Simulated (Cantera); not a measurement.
Source: NASA polynomial tables (part measured, part estimated), evaluated in Cantera. Values are per mole of reaction as written; species without (g) are pure solids or liquids, kept so even where they would boil at 1 bar.

2 N(g) + CO(g) → C + N2O(g), with ΔH° = -753.3 kJ and ΔS° = -278.7 J/K at 300 K.

How far is the shortcut ΔG° ≈ ΔH°(300 K) − T·ΔS°(300 K) from the full temperature-dependent value at 1773, 1873, 1973, 2073, 2173, 2273 K?


| T (K) | shortcut (kJ) | full (kJ) | difference (kJ) | difference in log10 K |
|---|---|---|---|---|
| 1773 | -259.2 | -244.9 | -14.3 | 0.42 |
| 1873 | -231.3 | -216.2 | -15.2 | 0.42 |
| 1973 | -203.5 | -187.5 | -15.9 | 0.42 |
| 2073 | -175.6 | -158.9 | -16.7 | 0.42 |
| 2173 | -147.7 | -130.3 | -17.4 | 0.42 |
| 2273 | -119.9 | -101.8 | -18.1 | 0.41 |
The shortcut ignores the heat-capacity change of the reaction.
